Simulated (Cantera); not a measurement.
Feed: 1 mol trisilylamine, 11 mol NH3, 0.33 mol H2, equilibrated at 850 K and 1.20 Torr.

Cantera equilibrium calculation (NASA polynomials, part measured and part estimated; ideal gas, pure solids and liquids). Candidate condensed phases: Si, Si3N4; 18 gas species. The feed counts by its element totals alone. Equilibrium is a limit: real reactors are often held back by kinetics, nucleation or transport.

**Question.** What is the equilibrium state?

**Answer.** 
- x(H2) = 0.842
- x(N2) = 0.158
- n(Si3N4(s)) = 1.00 mol
- gas amount = 25.33 mol
- log10 activity of Si(s) (absent) = -7.09
